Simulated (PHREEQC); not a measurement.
Consider water at 25 °C with 0.28 mol/kgw HCl, 0.00092 mol/kgw MnSO4 and 0.13 mol/kgw KOH. Closed to the air; pH follows from the charge balance.

All values are PHREEQC results (ion-association model, phreeqc.dat), not measurements.

No solid was allowed to form.

Question: Estimate the pH, specific conductance, activity of water.

Answer: pH 0.93; specific conductance 63400 µS/cm; activity of water 0.990.

Question: In which forms is Mn present?

Answer: Mn+2 74 %, MnCl+ 24 %, MnCl2 1.4 % of the Mn.

Species that the database lacks are ignored.
